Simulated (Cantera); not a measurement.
A perfectly stirred reactor is fed with N2O : H2O = 1 : 0.0083 (molar parts), at 100.0 Torr; it is held at 1275 K, and followed from long to short residence time.

Detailed kinetics in Cantera: GRI-Mech 3.0 (53 species, 325 reactions). GRI-Mech 3.0 was tuned for natural gas; its chemistry of N2O as a main component is partial and can be far from experiment. The mechanism lacks the step 2 NO + O2 → 2 NO2, which can matter for NO2 below about 1400 K. The temperature is held fixed by assumption; the heat of reaction is taken as removed at once.

```
quantity                before     after
---------------------  -------  --------
x(N2O) at τ = 13.0 s     0.148     0.565
x(H2O) at τ = 13.0 s   0.00590   0.00705
x(NO) at τ = 13.0 s     0.0637    0.0354
x(H) at τ = 13.0 s     6.99e-9   6.26e-9
x(OH) at τ = 13.0 s    1.72e-5   2.02e-5
x(N2O) at τ = 0.110 s    0.941     0.985
x(H2O) at τ = 0.110 s  0.00808   0.00821
x(NO) at τ = 0.110 s   0.00407  0.000525
x(H) at τ = 0.110 s    4.35e-9   3.12e-9
x(OH) at τ = 0.110 s   1.74e-5   9.90e-6
```

Question: Which change was made?
A) pressure from 100.0 Torr to 12.0 Torr
B) N2O 1 to 2.5 parts
C) N2O 1 to 3.6 parts
D) temperature 1275 to 1525 K

Answer: A, pressure from 100.0 Torr to 12.0 Torr
